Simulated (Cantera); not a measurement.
## Pyrogenic steam for wet oxidation

A perfectly stirred reactor is fed with 13.7 % H₂, 27.0 % O₂, 59.3 % N₂, equivalence ratio 0.26, at 26000 Pa; it is held at 1250 K, and followed from long to short residence time.

Detailed kinetics in Cantera: the H2/O2 subset of GRI-Mech 3.0, which has no nitrogen chemistry. The temperature is held fixed by assumption; the heat of reaction is taken as removed at once.

```csv
τ (s),x H₂,x O₂,x OH,x HO₂,x O,x H,x H₂O₂
0.91,0.000104,0.216,0.000310,3.63e-6,6.96e-5,5.50e-6,3.69e-7
0.44,0.000167,0.216,0.000395,5.43e-6,0.000114,1.14e-5,4.96e-7
0.21,0.000270,0.215,0.000506,7.96e-6,0.000189,2.41e-5,6.62e-7
0.10,0.000435,0.215,0.000650,1.13e-5,0.000311,5.07e-5,8.69e-7
0.048,0.000693,0.215,0.000835,1.54e-5,0.000508,0.000106,1.12e-6
0.023,0.00110,0.215,0.00108,2.00e-5,0.000824,0.000220,1.42e-6
0.011,0.00172,0.215,0.00140,2.50e-5,0.00133,0.000456,1.75e-6
0.0054,0.00263,0.215,0.00181,2.98e-5,0.00207,0.000915,2.11e-6
0.0026,0.00404,0.215,0.00235,3.41e-5,0.00323,0.00185,2.49e-6
```
x: mole fraction; the columns are a selection and need not sum to one.
